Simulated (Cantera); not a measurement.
Feed: 1 mol SiH4, 11 mol NH3, 0.55 mol H2, equilibrated at 1425 K and 263 Torr.

Cantera equilibrium calculation (NASA polynomials, part measured and part estimated; ideal gas, pure solids and liquids). Candidate condensed phases: Si, Si3N4; 18 gas species. Kinetics and transport are ignored.

Base state: H2 0.798, N2 0.202, H 1.03e-5 (mole fractions); condensed: Si3N4(s).

Question: What changes in the equilibrium state with this change: SiH4 replaced by SiF4?

Answer: 
| species | before | after |
|---|---|---|
| H2 | 0.798 | 0.720 |
| N2 | 0.202 | 0.233 |
| SiF4 | 0 | 0.0390 |
| HF | 0 | 0.00475 |
| SiHF3 | 0 | 0.00164 |
| SiF3 | 0 | 0.00133 |
| SiH2F2 | 0 | 3.21e-5 |
| SiF2 | 0 | 2.95e-5 |
| Si3N4(s), mol | 0.333 | 0.00325 |
The tables' values for SiF3, SiF2 are old estimates; treat these amounts as uncertain.
